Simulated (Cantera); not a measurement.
Charge: 1 mol trisilylamine, 18 mol N2, at 1827 °C and 0.500 bar.

Cantera equilibrium calculation (NASA polynomials, part measured and part estimated; ideal gas, pure solids and liquids). Candidate condensed phases: Si, Si3N4; 18 gas species. The feed counts by its element totals alone. The tables' values for SiN are old estimates; treat these amounts as uncertain. Gases not in the tables: Si2H6 and higher silanes. Equilibrium is a limit: real reactors are often held back by kinetics, nucleation or transport.

Base state: N2 0.803, H2 0.194, H 0.00194, Si 0.000267, SiH 4.51e-5, Si2N 4.21e-5, SiH2 3.55e-5, SiN 3.51e-5 (mole fractions); condensed: Si(l).

Q: What changes in the equilibrium state with this change: temperature from 1827 °C to 1450 °C?

A: 
| species | before | after |
|---|---|---|
| N2 | 0.803 | 0.786 |
| H2 | 0.194 | 0.214 |
| H | 0.00194 | 0.000120 |
| SiH2 | 3.55e-5 | 1.21e-7 |
| Si2N | 4.21e-5 | 1.34e-9 |
| Si | 0.000267 | 6.54e-8 |
| SiN | 3.51e-5 | 2.30e-8 |
| SiH | 4.51e-5 | 3.08e-8 |
| Si(l), mol | 2.99 | 0 |
| Si3N4(s), mol | 0 | 1.000 |

Q: What changes in the equilibrium state with this change: pressure from 0.500 bar to 10.0 mbar?

A: 
```
species       before     after
----------  --------  --------
N2             0.803     0.787
H2             0.194     0.185
H            0.00194    0.0134
Si          0.000267    0.0133
Si2          3.48e-6  0.000174
Si3          7.11e-7   3.55e-5
Si2N         4.21e-5  0.000295
Si(l), mol      2.99      2.65
```
